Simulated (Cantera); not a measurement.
Cantera run:

```python
import numpy as np
import cantera as ct

gas_names = """
    CL CL2 Fe FeCL FeCL2 FeCL3 Fe2CL4 Fe2CL6 H HCL H2
""".split()
cond_names = """
    Fe(a) Fe(c) Fe(d) Fe(L) FeCL2(s) FeCL2(L) FeCL3(s) FeCL3(L)
""".split()


def load(file, names, dense=False):
    # The tables refer to 1 bar. Condensed volumes are neglected.
    table = {s.name: s for s in ct.Species.list_from_file(file)}
    out = []
    for n in names:
        d = dict(table[n].input_data)
        d["thermo"] = dict(d["thermo"], **{"reference-pressure": 1e5})
        if dense:
            d["equation-of-state"] = {"model": "constant-volume", "density": "1e6 g/cm^3"}
        out.append(ct.Species.from_dict(d))
    return out


gas = ct.Solution(thermo="ideal-gas", species=load("nasa_gas.yaml", gas_names))
cond = {s.name: ct.Solution(thermo="fixed-stoichiometry", species=[s], name=s.name)
        for s in load("nasa_condensed.yaml", cond_names, dense=True)}
atoms = {
    'FeCl3': {'Fe': 1, 'CL': 3},
    'H2': {'H': 2},
}
top_T = {}  # K; cautious upper limits of use, not melting points


def equilibrate(T, P, feed):
    n = {}
    for name, mol in feed.items():
        for a, k in atoms[name].items():
            n[a] = n.get(a, 0.0) + k * mol
    gas.TPX = T, P, n
    mass = sum(n.values()) * gas.mean_molecular_weight
    gas.equilibrate("TP")
    valid = [c for c in cond.values() if c.min_temp <= T <= top_T.get(c.name, c.max_temp)]
    mix = ct.Mixture([(gas, mass / gas.mean_molecular_weight)] + [(c, 0.0) for c in valid])
    mix.T, mix.P = T, P
    mix.equilibrate("TP", solver="vcs", rtol=1e-11, max_steps=5000)
    return mix


results = []
P = 540  # Pa
for T in [800, 875, 950, 1025, 1100, 1175, 1250, 1325, 1400, 1475, 1550, 1625, 1700, 1775]:
    for m in [0.34, 0.52, 0.8, 1.2, 1.9, 2.9, 4.5, 6.9, 11, 16, 25, 39]:
        feed = {'FeCl3': 1, 'H2': m}  # mol
        mix = equilibrate(T, P, feed)
        results.append((T, P, feed, dict(zip(mix.species_names, mix.species_moles))))

for T, P, feed, n in results:
    print(f"{T:7g} {feed['H2']:10.4g}  " + (" + ".join(c for c in cond_names if n.get(c, 0) > 1e-12) or "gas only"))
```

Output:

```
    800       0.34  FeCL2(s)
    800       0.52  FeCL2(s)
    800        0.8  FeCL2(s)
    800        1.2  FeCL2(s)
    800        1.9  Fe(a) + FeCL2(s)
    800        2.9  Fe(a) + FeCL2(s)
    800        4.5  Fe(a) + FeCL2(s)
    800        6.9  Fe(a)
    800         11  Fe(a)
    800         16  Fe(a)
    800         25  Fe(a)
    800         39  Fe(a)
    875       0.34  FeCL2(s)
    875       0.52  FeCL2(s)
    875        0.8  Fe(a) + FeCL2(s)
    875        1.2  Fe(a) + FeCL2(s)
    875        1.9  Fe(a)
    875        2.9  Fe(a)
    875        4.5  Fe(a)
    875        6.9  Fe(a)
    875         11  Fe(a)
    875         16  Fe(a)
    875         25  Fe(a)
    875         39  Fe(a)
    950       0.34  gas only
    950       0.52  gas only
    950        0.8  Fe(a)
    950        1.2  Fe(a)
    950        1.9  Fe(a)
    950        2.9  Fe(a)
    950        4.5  Fe(a)
    950        6.9  Fe(a)
    950         11  Fe(a)
    950         16  Fe(a)
    950         25  Fe(a)
    950         39  Fe(a)
   1025       0.34  gas only
   1025       0.52  gas only
   1025        0.8  Fe(a)
   1025        1.2  Fe(a)
   1025        1.9  Fe(a)
   1025        2.9  Fe(a)
   1025        4.5  Fe(a)
   1025        6.9  Fe(a)
   1025         11  Fe(a)
   1025         16  Fe(a)
   1025         25  Fe(a)
   1025         39  Fe(a)
   1100       0.34  gas only
   1100       0.52  gas only
   1100        0.8  Fe(a)
   1100        1.2  Fe(a)
   1100        1.9  Fe(a)
   1100        2.9  Fe(a)
   1100        4.5  Fe(a)
   1100        6.9  Fe(a)
   1100         11  Fe(a)
   1100         16  Fe(a)
   1100         25  Fe(a)
   1100         39  Fe(a)
   1175       0.34  gas only
   1175       0.52  gas only
   1175        0.8  gas only
   1175        1.2  Fe(a)
   1175        1.9  Fe(a)
   1175        2.9  Fe(a)
   1175        4.5  Fe(a)
   1175        6.9  Fe(a)
   1175         11  Fe(a)
   1175         16  Fe(a)
   1175         25  Fe(a)
   1175         39  Fe(a)
   1250       0.34  gas only
   1250       0.52  gas only
   1250        0.8  gas only
   1250        1.2  Fe(c)
   1250        1.9  Fe(c)
   1250        2.9  Fe(c)
   1250        4.5  Fe(c)
   1250        6.9  Fe(c)
   1250         11  Fe(c)
   1250         16  Fe(c)
   1250         25  Fe(c)
   1250         39  Fe(c)
   1325       0.34  gas only
   1325       0.52  gas only
   1325        0.8  gas only
   1325        1.2  Fe(c)
   1325        1.9  Fe(c)
   1325        2.9  Fe(c)
   1325        4.5  Fe(c)
   1325        6.9  Fe(c)
   1325         11  Fe(c)
   1325         16  Fe(c)
   1325         25  Fe(c)
   1325         39  Fe(c)
   1400       0.34  gas only
   1400       0.52  gas only
   1400        0.8  gas only
   1400        1.2  Fe(c)
   1400        1.9  Fe(c)
   1400        2.9  Fe(c)
   1400        4.5  Fe(c)
   1400        6.9  Fe(c)
   1400         11  Fe(c)
   1400         16  Fe(c)
   1400         25  Fe(c)
   1400         39  Fe(c)
   1475       0.34  gas only
   1475       0.52  gas only
   1475        0.8  gas only
   1475        1.2  gas only
   1475        1.9  Fe(c)
   1475        2.9  Fe(c)
   1475        4.5  Fe(c)
   1475        6.9  Fe(c)
   1475         11  Fe(c)
   1475         16  Fe(c)
   1475         25  Fe(c)
   1475         39  Fe(c)
   1550       0.34  gas only
   1550       0.52  gas only
   1550        0.8  gas only
   1550        1.2  gas only
   1550        1.9  Fe(c)
   1550        2.9  Fe(c)
   1550        4.5  Fe(c)
   1550        6.9  Fe(c)
   1550         11  Fe(c)
   1550         16  Fe(c)
   1550         25  Fe(c)
   1550         39  Fe(c)
   1625       0.34  gas only
   1625       0.52  gas only
   1625        0.8  gas only
   1625        1.2  gas only
   1625        1.9  Fe(c)
   1625        2.9  Fe(c)
   1625        4.5  Fe(c)
   1625        6.9  Fe(c)
   1625         11  Fe(c)
   1625         16  Fe(c)
   1625         25  Fe(c)
   1625         39  Fe(c)
   1700       0.34  gas only
   1700       0.52  gas only
   1700        0.8  gas only
   1700        1.2  gas only
   1700        1.9  Fe(d)
   1700        2.9  Fe(d)
   1700        4.5  Fe(d)
   1700        6.9  Fe(d)
   1700         11  Fe(d)
   1700         16  Fe(d)
   1700         25  Fe(d)
   1700         39  Fe(d)
   1775       0.34  gas only
   1775       0.52  gas only
   1775        0.8  gas only
   1775        1.2  gas only
   1775        1.9  Fe(d)
   1775        2.9  Fe(d)
   1775        4.5  Fe(d)
   1775        6.9  Fe(d)
   1775         11  Fe(d)
   1775         16  Fe(d)
   1775         25  Fe(d)
   1775         39  Fe(d)
```

These are equilibrium values from Cantera (NASA tables, ideal gas, pure condensed phases), not measurements of a reactor.
